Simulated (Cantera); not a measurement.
**Thermodynamics of silicon epitaxy and polysilicon growth, feed Si2H6 + HCl + H2**

Charge: 1 mol Si2H6, 1.5 mol HCl, 9.3 mol H2, held at 1 atm.

These are equilibrium values from Cantera (NASA tables, ideal gas, pure condensed phases), not measurements of a reactor. Candidate condensed phases: Si; 19 gas species. The feed counts by its element totals alone. The tables' values for SiCl3 are old estimates; treat these amounts as uncertain. Rates play no part.

| T (°C) | x H2 | x HCl | x SiCl2 | x SiCl4 | x SiHCl3 | x SiCl3 | x SiH2Cl2 | x SiH3Cl | n Si(s) |
|---|---|---|---|---|---|---|---|---|---|
| 827 | 0.956 | 0.0154 | 0.000505 | 0.0134 | 0.0123 | 0.000697 | 0.00135 | 3.93e-5 | 1.62 |
| 877 | 0.952 | 0.0209 | 0.00101 | 0.0122 | 0.0113 | 0.00106 | 0.00131 | 4.08e-5 | 1.64 |
| 927 | 0.947 | 0.0274 | 0.00187 | 0.0107 | 0.0101 | 0.00151 | 0.00124 | 4.16e-5 | 1.66 |
| 977 | 0.942 | 0.0346 | 0.00319 | 0.00892 | 0.00864 | 0.00199 | 0.00114 | 4.17e-5 | 1.68 |
| 1027 | 0.936 | 0.0419 | 0.00501 | 0.00697 | 0.00709 | 0.00243 | 0.00102 | 4.10e-5 | 1.69 |
| 1077 | 0.930 | 0.0490 | 0.00725 | 0.00506 | 0.00550 | 0.00271 | 0.000872 | 3.93e-5 | 1.71 |
| 1127 | 0.924 | 0.0551 | 0.00968 | 0.00338 | 0.00401 | 0.00277 | 0.000717 | 3.69e-5 | 1.72 |
| 1177 | 0.920 | 0.0598 | 0.0120 | 0.00208 | 0.00276 | 0.00262 | 0.000568 | 3.39e-5 | 1.73 |
| 1227 | 0.917 | 0.0631 | 0.0140 | 0.00121 | 0.00182 | 0.00231 | 0.000436 | 3.06e-5 | 1.73 |
x: gas mole fraction; n: condensed amount in mol.

From 827 °C to 1227 °C the condensed part is Si(s). The main Si-bearing gas is SiCl4 at 827 °C and SiCl2 at 1227 °C. The share of Si in condensed phases is highest at 1227 °C (86.4 %) and lowest at 827 °C (81.0 %).
